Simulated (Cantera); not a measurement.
Low-pressure radical oxidation in H2/O2

A perfectly stirred reactor is fed with 16.0 % H2, 84.0 % O2, equivalence ratio 0.095, at 10.00 Torr; it is held at 1350 K, and followed from long to short residence time.

Computed with Cantera and the H2/O2 subset of GRI-Mech 3.0, which has no nitrogen chemistry. Radical loss at walls, strong at low pressure, is not modelled. The temperature is held fixed by assumption; the heat of reaction is taken as removed at once.

| τ (s) | x H2 | x O2 | x HO2 | x H2O | x O | x H2O2 |
|---|---|---|---|---|---|---|
| 1.1 | 0.000541 | 0.820 | 2.56e-6 | 0.170 | 0.00455 | 1.12e-7 |
| 0.38 | 0.00106 | 0.815 | 3.57e-6 | 0.168 | 0.00903 | 1.47e-7 |
| 0.13 | 0.00201 | 0.806 | 4.54e-6 | 0.163 | 0.0174 | 1.82e-7 |
| 0.043 | 0.00364 | 0.789 | 5.23e-6 | 0.154 | 0.0319 | 2.07e-7 |
| 0.015 | 0.00576 | 0.768 | 5.46e-6 | 0.143 | 0.0494 | 2.14e-7 |
| 0.0050 | 0.00855 | 0.751 | 5.41e-6 | 0.130 | 0.0631 | 2.16e-7 |
| 0.0017 | 0.0135 | 0.746 | 5.32e-6 | 0.120 | 0.0660 | 2.33e-7 |
| 0.00057 | 0.0255 | 0.752 | 5.14e-6 | 0.105 | 0.0580 | 2.69e-7 |
| 0.00019 | 0.0557 | 0.774 | 4.56e-6 | 0.0775 | 0.0401 | 2.79e-7 |
x: mole fraction; the columns are a selection and need not sum to one.
